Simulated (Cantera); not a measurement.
Cantera run, input and output.

```python
import numpy as np
import cantera as ct

gas = ct.Solution("gri30.yaml", transport_model="multicomponent")
show = ['O', 'CO2', 'CH4']

rows = []
print(f"{'T/K':>7s}{'rho':>11s}{'cp':>10s}{'mu':>11s}{'lambda':>11s}{'Pr':>7s}" + "".join(f"{'D_' + s:>11s}" for s in show))
for T in [400, 650, 900, 1150, 1400, 1650, 1900, 2150, 2400]:
    gas.TPX = T, 2666, {'CH4': 0.49, 'CO2': 0.8, 'C2H4': 0.31}
    Pr = gas.cp_mass * gas.viscosity / gas.thermal_conductivity
    D = [gas.mix_diff_coeffs_mole[gas.species_index(s)] for s in show]
    rows.append([gas.density, gas.cp_mass, gas.viscosity, gas.thermal_conductivity, Pr, *D])
    print(f"{T:7g}{gas.density:11.4e}{gas.cp_mass:10.1f}{gas.viscosity:11.4e}"
          f"{gas.thermal_conductivity:11.4e}{Pr:7.3f}" + "".join(f"{d:11.4e}" for d in D))
print("SI units: kg/m3, J/kg/K, Pa s, W/m/K, m2/s")
```

It prints:

```
    T/K        rho        cp         mu     lambda     Pr        D_O      D_CO2      D_CH4
    400 2.5935e-02    1336.8 1.7472e-05 3.3227e-02  0.703 1.7371e-03 9.4893e-04 1.1128e-03
    650 1.5960e-02    1725.3 2.6065e-05 6.4010e-02  0.703 4.0347e-03 2.2911e-03 2.6507e-03
    900 1.1527e-02    2002.5 3.3235e-05 9.5243e-02  0.699 7.0061e-03 4.0484e-03 4.6533e-03
   1150 9.0208e-03    2215.5 3.9529e-05 1.2598e-01  0.695 1.0572e-02 6.1648e-03 7.0606e-03
   1400 7.4099e-03    2368.1 4.5230e-05 1.5475e-01  0.692 1.4681e-02 8.6055e-03 9.8352e-03
   1650 6.2872e-03    2481.2 5.0502e-05 1.8170e-01  0.690 1.9297e-02 1.1347e-02 1.2951e-02
   1900 5.4600e-03    2565.5 5.5449e-05 2.0691e-01  0.688 2.4392e-02 1.4372e-02 1.6389e-02
   2150 4.8251e-03    2629.5 6.0143e-05 2.3063e-01  0.686 2.9944e-02 1.7667e-02 2.0135e-02
   2400 4.3225e-03    2680.0 6.4634e-05 2.5318e-01  0.684 3.5934e-02 2.1222e-02 2.4177e-02
SI units: kg/m3, J/kg/K, Pa s, W/m/K, m2/s
```

Model: GRI-Mech 3.0 (53 species, 325 reactions), integrated in Cantera. The composition is frozen, though it would react at the higher temperatures.
